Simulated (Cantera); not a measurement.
An adiabatic, constant-volume homogeneous reactor starts with CH4 : C2H6 : O2 : N2 = 1 : 0.12 : 4.94 : 18.6 (molar parts), at 1800 K and 218 Torr. Integrator tolerance rtol = 1e-08.

Computed with Cantera and GRI-Mech 3.0 (53 species, 325 reactions).

Task: What does this change do: CH4 1 to 2.7 parts?

Result: 
```csv
quantity,before,after
time of steepest temperature rise,86.2 µs,0.131 ms
temperature at 4.00 s,2633 K,2877 K
equilibrium temperature,2633 K,2877 K
x(CH4) at 4.00 s,<1e-12 (gas-phase equilibrium <1e-12),<1e-12 (gas-phase equilibrium <1e-12)
x(C2H6) at 4.00 s,<1e-12 (gas-phase equilibrium <1e-12),<1e-12 (gas-phase equilibrium <1e-12)
x(O2) at 4.00 s,0.0895 (gas-phase equilibrium 0.0895),0.0154 (gas-phase equilibrium 0.0154)
x(HCN) at 4.00 s,3.71e-11 (gas-phase equilibrium 3.71e-11),4.01e-9 (gas-phase equilibrium 4.01e-9)
x(CO2) at 4.00 s,0.0359 (gas-phase equilibrium 0.0359),0.0301 (gas-phase equilibrium 0.0301)
x(H2) at 4.00 s,0.00432 (gas-phase equilibrium 0.00432),0.0418 (gas-phase equilibrium 0.0418)
x(CH3) at 4.00 s,<1e-12 (gas-phase equilibrium <1e-12),<1e-12 (gas-phase equilibrium <1e-12)
```

Task: What does this change do: initial temperature 1800 to 1075 K?

Result: 
```tsv
quantity	before	after
time of steepest temperature rise	86.2 µs	47.8 ms
temperature at 4.00 s	2633 K	2297 K
equilibrium temperature	2633 K	2297 K
x(CH4) at 4.00 s	<1e-12 (gas-phase equilibrium <1e-12)	<1e-12 (gas-phase equilibrium <1e-12)
x(C2H6) at 4.00 s	<1e-12 (gas-phase equilibrium <1e-12)	<1e-12 (gas-phase equilibrium <1e-12)
x(O2) at 4.00 s	0.0895 (gas-phase equilibrium 0.0895)	0.0954 (gas-phase equilibrium 0.0954)
x(HCN) at 4.00 s	3.71e-11 (gas-phase equilibrium 3.71e-11)	<1e-12 (gas-phase equilibrium <1e-12)
x(CO2) at 4.00 s	0.0359 (gas-phase equilibrium 0.0359)	0.0477 (gas-phase equilibrium 0.0477)
x(H2) at 4.00 s	0.00432 (gas-phase equilibrium 0.00432)	0.000765 (gas-phase equilibrium 0.000765)
x(CH3) at 4.00 s	<1e-12 (gas-phase equilibrium <1e-12)	<1e-12 (gas-phase equilibrium <1e-12)
```
